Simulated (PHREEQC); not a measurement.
Solution (20 °C): 21 mmol/kgw H2S and 11 mmol/kgw Na2SO4. Closed to the air; pH follows from the charge balance.

The numbers come from PHREEQC with the ion-association model, phreeqc.dat.

This is a speciation only: nothing precipitates in the calculation.

What pH, specific conductance does the model give?

pH 4.42; specific conductance 2060 µS/cm.

In which forms is Na present?

Na+ 97 %, NaSO4- 2.6 % of the Na.

Complexes and solids missing from the database can't appear.
